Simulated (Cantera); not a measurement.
Cantera run:

```python
import numpy as np
import cantera as ct

gas_names = """
    CL CL2 H HCL H2 N NH NH2 NH3 N2 N2H2 N2H4 Si SiCL SiCL2 SiCL3 SiCL4 SiH SiHCL3 SiH2 SiH2CL2 SiH3
    SiH3CL SiH4 SiN Si2 Si2N Si3
""".split()
cond_names = """
    NH4CL(a) NH4CL(b) Si(cr) Si(L) Si3N4(a)
""".split()


# ... load() reads the species with a 1 bar reference pressure and builds the phases ...
atoms = {
    'SiH2Cl2': {'Si': 1, 'H': 2, 'CL': 2},
    'N2': {'N': 2},
}
top_T = {'Si3N4(a)': 2400}  # K; cautious upper limits of use, not melting points


# ... equilibrate(T, P, feed) seeds the gas with the atoms and calls Mixture.equilibrate('TP', solver="vcs", rtol=1e-11, max_steps=5000) ...
results = []
feed = {'SiH2Cl2': 1, 'N2': 25}  # mol
T = 1275  # K
for P in [5, 26, 140, 710, 3700, 19000, 100000]:
    mix = equilibrate(T, P, feed)
    results.append((T, P, feed, dict(zip(mix.species_names, mix.species_moles))))
    x = sorted(zip(gas.X, gas.species_names), reverse=True)
    print(f"T = {T:g} K  P = {P:g} Pa  gas = {mix.phase_moles(0):.4g} mol")
    print("   x: " + "  ".join(f"{s} {v:.3e}" for v, s in x if v > 0.001))
    print("   condensed (mol): " + ("  ".join(f"{mix.phase(i).name} {mix.phase_moles(i):.4g}"
          for i in range(1, mix.n_phases) if mix.phase_moles(i) > 1e-12) or "none"))
```

Result:

```
T = 1275 K  P = 5 Pa  gas = 26.56 mol
   x: N2 9.251e-01  HCL 4.733e-02  H2 1.397e-02  SiCL2 1.294e-02
   condensed (mol): Si3N4(a) 0.2131
T = 1275 K  P = 26 Pa  gas = 26.47 mol
   x: N2 9.256e-01  HCL 5.463e-02  H2 1.046e-02  SiCL2 7.665e-03
   condensed (mol): Si3N4(a) 0.2514
T = 1275 K  P = 140 Pa  gas = 26.38 mol
   x: N2 9.268e-01  HCL 5.781e-02  H2 9.002e-03  SiCL2 3.245e-03  SiCL4 2.102e-03  SiCL3 1.024e-03
   condensed (mol): Si3N4(a) 0.2772
T = 1275 K  P = 710 Pa  gas = 26.33 mol
   x: N2 9.279e-01  HCL 5.765e-02  H2 9.148e-03  SiCL4 3.457e-03  SiCL2 1.075e-03
   condensed (mol): Si3N4(a) 0.2867
T = 1275 K  P = 3700 Pa  gas = 26.3 mol
   x: N2 9.287e-01  HCL 5.603e-02  H2 9.991e-03  SiCL4 4.478e-03
   condensed (mol): Si3N4(a) 0.287
T = 1275 K  P = 19000 Pa  gas = 26.29 mol
   x: N2 9.294e-01  HCL 5.379e-02  H2 1.112e-02  SiCL4 5.297e-03
   condensed (mol): Si3N4(a) 0.2835
T = 1275 K  P = 100000 Pa  gas = 26.28 mol
   x: N2 9.301e-01  HCL 5.120e-02  H2 1.242e-02  SiCL4 6.059e-03
   condensed (mol): Si3N4(a) 0.2782
```

Method: chemical equilibrium by Gibbs-energy minimisation in Cantera with the NASA 1993 tables (ideal gas, pure condensed phases). N2 is the only nitrogen source here; it is nearly inert below about 1500 K, so the nitride shown seldom forms there in practice. The tables' values for SiCl3 are old estimates; treat these amounts as uncertain.
